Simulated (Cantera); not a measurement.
Input: 1 mol AlI3, a varied amount of O2, 5.1 mol H2, at 1223 K and 0.000180 bar.

These are equilibrium values from Cantera (NASA tables, ideal gas, pure condensed phases), not measurements of a reactor. Candidate condensed phases: Al, AlI3, Al2O3, H2O, I2; 25 gas species. Kinetics and transport are ignored.

Question: At 5.9 mol O2, list the 5 most abundant gas species with their mole fractions, and the condensed phases.

Answer: H2O 0.477, I 0.280, O2 0.243, I2 0.000156, OH 7.95e-5. Condensed: Al2O3(s).
